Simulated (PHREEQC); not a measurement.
A column of 0.5 m (30 cells, dispersivity 0.018 m, 720 s a shift, diffusion coefficient 3e-10 m²/s) holds 0.0058 eq of the database's cation exchanger X per kg of pore water, first in equilibrium with 0.032 mol/kgw KCl, 0.0076 mol/kgw BaCl2 and 1e-05 mol/kgw HCl. It is flushed with 0.0019 mol/kgw CdCl2, 0.0018 mol/kgw KBr and 1e-05 mol/kgw HCl, at 15 °C. Values are for the last cell. CO2 from the air is kept out. No solid was allowed to form.

Computed with PHREEQC (ion-association model, phreeqc.dat).

```csv
pore volumes,Cd in solution (mol/kgw),Br in solution (mol/kgw),Ba in solution (mol/kgw),K in solution (mol/kgw),Cl in solution (mol/kgw)
0,0,0,0.00760,0.0320,0.0472
0.35,1.25e-8,3.68e-8,0.00760,0.0320,0.0472
0.6833,7.31e-5,0.000174,0.00674,0.0295,0.0430
1.017,0.000247,0.00104,0.00302,0.0166,0.0221
1.517,0.000271,0.00172,0.000900,0.00513,0.00576
1.85,0.000567,0.00179,0.000902,0.00295,0.00411
2.183,0.000934,0.00180,0.000826,0.00212,0.00385
2.517,0.00121,0.00180,0.000660,0.00186,0.00381
2.85,0.00140,0.00180,0.000497,0.00180,0.00381
3.183,0.00154,0.00180,0.000364,0.00179,0.00381
3.517,0.00164,0.00180,0.000262,0.00179,0.00381
4.017,0.00175,0.00180,0.000154,0.00179,0.00381
4.35,0.00180,0.00180,0.000106,0.00179,0.00381
4.683,0.00183,0.00180,7.15e-5,0.00180,0.00381
5.017,0.00185,0.00180,4.76e-5,0.00180,0.00381
```
